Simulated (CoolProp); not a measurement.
A Linde-Hampson liquefier for nitrogen: isothermal reversible compression at 300 K from 1 atm to 10 MPa, throttling to 1 atm, return gas leaving the recuperator 0 K below the feed. Each further row changes one setting.

Model: reference Helmholtz-energy equation of state, Span 2000, in CoolProp.

| case | liquid yield per pass | compression work (kJ/kg of gas) |
|---|---|---|
| as stated | ___ | 408 |
| high pressure 20 MPa | 0.074 | ___ |
| warm-end temperature 330 K | 0.033 | ___ |
| warm-end gap 5 K | 0.033 | 408 |

### Question
What belongs in the gaps?

### Answer

- as stated, liquid yield per pass: 0.044
- high pressure 20 MPa, compression work (kJ/kg of gas): 472
- warm-end temperature 330 K, compression work (kJ/kg of gas): 451
